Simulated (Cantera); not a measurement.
A closed system holds: 1 mol Si, 0.0066 mol O2, 1.3 mol H2, equilibrated at 110 Pa.

These are equilibrium values from Cantera (NASA tables, ideal gas, pure condensed phases), not measurements of a reactor. Candidate condensed phases: H2O, Si, SiO2; 18 gas species. Equilibrium is a limit: real reactors are often held back by kinetics, nucleation or transport.

### Question
At 1275 °C, list the 4 most abundant gas species with their mole fractions, and the condensed phases.

### Answer
H2 0.989, SiO 0.0100, H 0.000923, Si 2.89e-5. Condensed: Si(s).
